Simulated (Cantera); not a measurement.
A Cantera script and its output.

```python
import numpy as np
import cantera as ct

gas = ct.Solution("gri30.yaml")
gas.TPX = 1223, 100000, {'CH4': 1, 'H2O': 0.93}
reactor = ct.IdealGasConstPressureReactor(gas, energy="off", clone=False)
net = ct.ReactorNet([reactor])
net.rtol, net.atol = 1e-08, 1e-18
show = ['CH4', 'H2O', 'C2H6', 'H', 'HO2']
times = np.geomspace(1e-06, 40, 10)

steps = ct.SolutionArray(gas, extra=["t"])
rows = []
print(f"{'t/s':>10s}{'T/K':>9s}{'P/Pa':>11s}" + "".join(f"{s:>11s}" for s in show))
for t in times:
    while net.time < t:
        t_next = net.step()
        steps.append(gas.state, t=t_next)
    rows.append([np.interp(t, steps.t, y) for y in (steps.T, steps.P, *steps(*show).X.T)])
    print(f"{t:10.3e}{rows[-1][0]:9.1f}{rows[-1][1]:11.4g}" + "".join(f"{x:11.3e}" for x in rows[-1][2:]))
rate = np.gradient(steps.T, steps.t)
print("integrator steps:", len(steps.t))
if steps.T.max() > steps.T[0] + 200:
    print(f"time of steepest temperature rise: {steps.t[rate.argmax()]:.4e} s")
gas.TPX = 1223, 100000, {'CH4': 1, 'H2O': 0.93}
gas.equilibrate("TP")
print(f"equilibrium (TP): T = {gas.T:.1f} K  " + "  ".join(f"{s} {gas[s].X[0]:.3e}" for s in show))
```

It prints:

```
       t/s      T/K       P/Pa        CH4        H2O       C2H6          H        HO2
 1.000e-06   1223.0      1e+05  5.181e-01  4.819e-01  7.670e-18  8.459e-11  5.871e-30
 6.993e-06   1223.0      1e+05  5.181e-01  4.819e-01  3.605e-15  8.616e-11  3.146e-28
 4.890e-05   1223.0      1e+05  5.181e-01  4.819e-01  1.283e-12  8.617e-11  5.515e-26
 3.420e-04   1223.0      1e+05  5.181e-01  4.819e-01  4.395e-10  8.621e-11  2.314e-23
 2.392e-03   1223.0      1e+05  5.181e-01  4.819e-01  1.235e-07  8.797e-11  8.689e-21
 1.673e-02   1223.0      1e+05  5.181e-01  4.819e-01  4.623e-06  9.252e-11  3.997e-20
 1.170e-01   1223.0      1e+05  5.180e-01  4.819e-01  3.790e-05  1.083e-10  5.458e-20
 8.179e-01   1223.0      1e+05  5.175e-01  4.818e-01  2.104e-04  2.815e-10  1.465e-19
 5.720e+00   1223.0      1e+05  5.127e-01  4.807e-01  3.376e-04  2.130e-09  2.371e-19
 4.000e+01   1223.0      1e+05  4.787e-01  4.706e-01  2.420e-04  1.494e-08  1.938e-19
integrator steps: 940
equilibrium (TP): T = 1223.0 K  CH4 2.006e-02  H2O 1.257e-03  C2H6 4.854e-07  H 2.593e-07  HO2 1.291e-24
```

Computed with Cantera and GRI-Mech 3.0 (53 species, 325 reactions).
